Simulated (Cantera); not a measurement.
What does this Cantera script print?

```python
import numpy as np
import cantera as ct

gas = ct.Solution("gri30.yaml")
gas.TPX = 323, 19000, {'CH4': 1, 'O2': 2.99, 'N2': 11.2}
flame = ct.FreeFlame(gas, width=0.13)
flame.set_refine_criteria(ratio=3, slope=0.08, curve=0.16)
flame.transport_model = "mixture-averaged"
flame.solve(loglevel=0, auto=True)
flame.transport_model = "multicomponent"
flame.soret_enabled = False
flame.solve(loglevel=0, refine_grid=True)
z, T = flame.grid, flame.T
thick = (T[-1] - T[0]) / np.gradient(T, z).max()
show = ['CH4', 'O2', 'HCN', 'OH', 'CO', 'C2H6']
print(f"laminar burning velocity  {flame.velocity[0] * 100:.3f} cm/s")
print(f"burnt temperature         {T[-1]:.1f} K")
print(f"thermal thickness         {thick * 1e3:.4f} mm")
print(f"grid points               {len(z)}")
z0 = z[flame.heat_release_rate.argmax()]
print(f"{'z/mm':>9s}{'T/K':>9s}{'u/(m/s)':>9s}" + "".join(f"{s:>11s}" for s in show))
rows = []
for k in (-3, -2, -1.5, -1, -0.5, -0.25, 0, 0.25, 0.5, 1, 2, 4, 8):
    zz = z0 + k * thick
    rows.append([k * thick, np.interp(zz, z, T), np.interp(zz, z, flame.velocity),
                 *(np.interp(zz, z, flame.X[gas.species_index(s)]) for s in show)])
    print(f"{rows[-1][0] * 1e3:9.3f}{rows[-1][1]:9.1f}{rows[-1][2]:9.3f}" + "".join(f"{x:11.3e}" for x in rows[-1][3:]))
```

Output:

```
laminar burning velocity  37.982 cm/s
burnt temperature         1808.3 K
thermal thickness         2.3121 mm
grid points               144
     z/mm      T/K  u/(m/s)        CH4         O2        HCN         OH         CO       C2H6
   -6.936    323.1    0.380  6.581e-02  1.968e-01  2.319e-13  3.054e-12  7.801e-07  2.667e-09
   -4.624    323.8    0.381  6.573e-02  1.966e-01  6.818e-12  3.784e-10  1.135e-05  6.345e-08
   -3.468    328.4    0.387  6.546e-02  1.962e-01  7.560e-11  1.165e-08  8.129e-05  7.481e-07
   -2.312    371.5    0.439  6.329e-02  1.931e-01  1.428e-09  4.632e-07  8.594e-04  1.576e-05
   -1.156    712.5    0.850  4.604e-02  1.678e-01  2.670e-08  3.250e-05  8.969e-03  3.072e-04
   -0.578   1057.4    1.268  2.620e-02  1.369e-01  7.032e-08  2.216e-04  1.961e-02  4.028e-04
    0.000   1381.8    1.663  6.686e-03  1.007e-01  1.337e-07  1.645e-03  2.920e-02  4.305e-05
    0.578   1511.1    1.817  5.586e-04  8.067e-02  9.961e-08  3.703e-03  2.563e-02  1.764e-07
    1.156   1550.6    1.858  2.581e-05  7.392e-02  3.601e-08  4.595e-03  1.838e-02  2.199e-10
    2.312   1597.4    1.905  8.351e-08  6.977e-02  3.655e-09  5.141e-03  1.046e-02  4.783e-15
    4.624   1655.3    1.966  2.012e-12  6.744e-02  4.478e-11  5.204e-03  5.978e-03  4.479e-17
    9.248   1714.2    2.029  1.077e-16  6.617e-02  5.261e-14  4.658e-03  3.971e-03  2.016e-17
   18.497   1760.9    2.079 -3.129e-17  6.540e-02  2.692e-15  3.648e-03  2.282e-03 -5.051e-18
```

Model: GRI-Mech 3.0 (53 species, 325 reactions), integrated in Cantera. Burning velocities carry a grid error of a few per cent, more on coarse grids.
